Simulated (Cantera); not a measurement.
A perfectly stirred reactor is fed with 15.2 % CH4, 17.9 % O2, 67.0 % N2, equivalence ratio 1.7, at 12800 Torr; it is adiabatic with a 523 K inlet, and is followed from long to short residence time, starting on the burning branch (τ in s: 0.3, 0.1, 0.034, 0.011, 0.0038, 0.0013, 0.00043, 0.00014, 4.9e-05).

Detailed kinetics in Cantera: GRI-Mech 3.0 (53 species, 325 reactions). The pressure lies above the range GRI-Mech 3.0 was tuned for (to about 10 atm).

### Question
Predict: blow-out, bracketed by the residence times tried; x(CH4) at τ = 0.300 s; x(O2) at τ = 0.300 s; x(CH2) at τ = 0.300 s; x(CO2) at τ = 0.300 s; x(CH4) at τ = 3.80 ms; x(O2) at τ = 3.80 ms; x(N2O) at τ = 3.80 ms; x(CH2) at τ = 3.80 ms; x(CO2) at τ = 3.80 ms.

### Answer
- blow-out, bracketed by the residence times tried = burning at 0.430 ms, out at 0.140 ms
- x(CH4) at τ = 0.300 s = 0.00165
- x(O2) at τ = 0.300 s = 2.11e-5
- x(CH2) at τ = 0.300 s = 2.50e-8
- x(CO2) at τ = 0.300 s = 0.0319
- x(CH4) at τ = 3.80 ms = 0.0103
- x(O2) at τ = 3.80 ms = 0.00112
- x(N2O) at τ = 3.80 ms = 4.66e-9
- x(CH2) at τ = 3.80 ms = 8.03e-7
- x(CO2) at τ = 3.80 ms = 0.0371
